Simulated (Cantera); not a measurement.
# SiH2Cl2 + CH4 + H2 (silicon carbide growth)

A closed system holds: 1 mol SiH2Cl2, 0.26 mol CH4, a varied amount of H2, equilibrated at 1702 °C and 13300 Pa.

Equilibrium computed with Cantera from the NASA thermochemical tables; the gas is ideal and each condensed phase is pure. Candidate condensed phases: C, C6H6, C7H8, C8H18, Si, SiC; 109 gas species. Mutual solubility and eutectic melting of coexisting phases are not modelled. The tables' values for SiCl3, SiCl are old estimates; treat these amounts as uncertain. Gases not in the tables: Si2H6 and higher silanes. Kinetics and transport are ignored.

| n(H2) (mol) | x H2 | x HCl | x SiCl2 | x H | x SiCl3 | x SiCl | x Cl | x Si | n Si(l) | n SiC(s) |
|---|---|---|---|---|---|---|---|---|---|---|
| 5 | 0.794 | 0.140 | 0.0609 | 0.00334 | 0.000877 | 0.000467 | 0.000440 | 0.000242 | 0.268 | 0.260 |
| 9.8 | 0.864 | 0.102 | 0.0294 | 0.00348 | 0.000295 | 0.000325 | 0.000306 | 0.000242 | 0.364 | 0.260 |
| 19 | 0.916 | 0.0675 | 0.0123 | 0.00359 | 7.94e-5 | 0.000210 | 0.000198 | 0.000242 | 0.460 | 0.260 |
| 37 | 0.950 | 0.0413 | 0.00443 | 0.00365 | 1.72e-5 | 0.000126 | 0.000119 | 0.000242 | 0.543 | 0.260 |
| 71 | 0.970 | 0.0241 | 0.00147 | 0.00369 | 3.29e-6 | 7.26e-5 | 6.84e-5 | 0.000242 | 0.596 | 0.259 |
| 140 | 0.982 | 0.0131 | 0.000429 | 0.00371 | 5.18e-7 | 3.92e-5 | 3.69e-5 | 0.000242 | 0.616 | 0.258 |
| 270 | 0.989 | 0.00703 | 0.000123 | 0.00373 | 8.01e-8 | 2.10e-5 | 1.98e-5 | 0.000242 | 0.590 | 0.257 |
x: gas mole fraction; n: condensed amount in mol.

From 5 mol H2 to 270 mol H2 the condensed part is Si(l) + SiC(s). The main Si-bearing gas is SiCl2 at 5 mol H2 and Si at 270 mol H2. The share of Si in condensed phases is highest at 140 mol H2 (87.4 %) and lowest at 5 mol H2 (52.8 %).
